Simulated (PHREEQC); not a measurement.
Make-up at 25 °C: 0.0062 mol/kgw HNO3, 6.4e-06 mol/kgw H4SiO4 and 0.0012 mol/kgw CuSO4. Closed to the air; pH follows from the charge balance.

The numbers come from PHREEQC with the ion-association model, phreeqc.dat.

Each row changes one thing in this solution. Precipitation was switched off in this run.

```csv
case,pH,ionic strength (mol/kgw),SO4-2 (mol/kgw),HSO4- (mol/kgw),SI of Quartz (SiO2)
as made,2.27,0.0100,0.000806,0.000312,-1.21
CuSO4 from 0.0012 to 0.00132 mol/kgw,2.27,?,0.000884,?,-1.21
diluted 5-fold with water,2.94,?,0.000213,2.07e-5,-1.91
HNO3 from 0.0062 to 0.0031 mol/kgw,2.57,0.00712,0.000913,0.000184,-1.21
CuSO4 replaced by MnSO4 at the same molality,2.27,0.0101,?,0.000314,-1.21
```

Q: Some entries are withheld; supply them.

A: 
- CuSO4 from 0.0012 to 0.00132 mol/kgw, ionic strength (mol/kgw): 0.0104
- CuSO4 from 0.0012 to 0.00132 mol/kgw, HSO4- (mol/kgw): 0.000338
- diluted 5-fold with water, ionic strength (mol/kgw): 0.00213
- CuSO4 replaced by MnSO4 at the same molality, SO4-2 (mol/kgw): 0.000813

Species that the database lacks are ignored.
